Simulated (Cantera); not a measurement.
Transport properties of process gases

Gas mixture: 100 % C2H2, at 0.173 Torr, frozen composition.

Cantera's kinetic-theory transport with the Lennard-Jones parameters of GRI-Mech 3.0, ideal gas; thermal conductivity in the mixture-averaged form. The composition is frozen, though it would react at the higher temperatures.

```tsv
T (K)	ρ (kg/m³)	cp (J/kg/K)	μ (µPa s)	λ (mW/m/K)	Pr	D (cm²/s) N2	D (cm²/s) NO	D (cm²/s) C2H2
400	0.000180	1931	13.6	35.7	0.734	1240	1220	0.000
650	0.000111	2288	20.1	62.4	0.736	2880	2840	0.000
900	8.00e-5	2526	25.5	87.7	0.734	5020	4930	0.000
1150	6.26e-5	2718	30.2	112	0.734	7570	7450	0.000
1400	5.14e-5	2870	34.5	135	0.734	10500	10400	0.000
1650	4.37e-5	2988	38.5	157	0.733	13800	13600	0.000
```
D: mixture-averaged diffusion coefficient of that species in the mixture.
